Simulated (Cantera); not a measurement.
Charge: 1 mol FeS, 0.5 mol SO3, 0.034 mol H2O, held at 101000 Pa.

Equilibrium computed with Cantera from the NASA thermochemical tables; the gas is ideal and each condensed phase is pure. Candidate condensed phases: Fe, FeO, Fe(OH)2, Fe(OH)3, FeS, FeSO4, FeS2, Fe2O3, Fe2(SO4)3, Fe3O4, H2O, H2SO4, S; 22 gas species. Mutual solubility and eutectic melting of coexisting phases are not modelled. FeS: taken at fixed stoichiometry. Gases not in the tables: S3 to S7. Kinetics and transport are ignored. All values below are at 1073 K.

Base state: SO2 0.915, H2O 0.0480, S2 0.0315, S2O 0.00405, H2S 0.00128, H2 0.000110, SO 7.16e-5 (mole fractions); condensed: FeS(s) + Fe3O4(s).

**Question.** What changes in the equilibrium state with this change: FeS replaced by MgO?

**Answer.** 
| species | before | after |
|---|---|---|
| H2O | 0.0480 | 0.997 |
| SO2 | 0.915 | 0.00191 |
| O2 | <1e-9 | 0.000956 |
| S2 | 0.0315 | <1e-9 |
| S2O | 0.00405 | <1e-9 |
| H2S | 0.00128 | <1e-9 |
| SO | 7.16e-5 | <1e-9 |
| H2 | 0.000110 | 2.13e-8 |
| FeS(s), mol | 0.821 | 0 |
| Fe3O4(s), mol | 0.0598 | 0 |
| MgO(s), mol | 0 | 0.500 |
| MgSO4(s), mol | 0 | 0.500 |
Further candidate phases: Mg, MgO, Mg(OH)2, MgS, MgSO4.

**Question.** What changes in the equilibrium state with this change: 0.029 mol NH3 added?

**Answer.** 
```json
[
 {"species": "SO2", "before": "0.915", "after": "0.841"},
 {"species": "H2O", "before": "0.0480", "after": "0.103"},
 {"species": "S2", "before": "0.0315", "after": "0.0295"},
 {"species": "N2", "before": "0", "after": "0.0198"},
 {"species": "H2", "before": "0.000110", "after": "0.000241"},
 {"species": "H2S", "before": "0.00128", "after": "0.00271"},
 {"species": "S2O", "before": "0.00405", "after": "0.00369"},
 {"species": "SO", "before": "7.16e-5", "after": "6.75e-5"},
 {"species": "FeS(s), mol", "before": "0.821", "after": "0.833"},
 {"species": "Fe3O4(s), mol", "before": "0.0598", "after": "0.0557"}
]
```
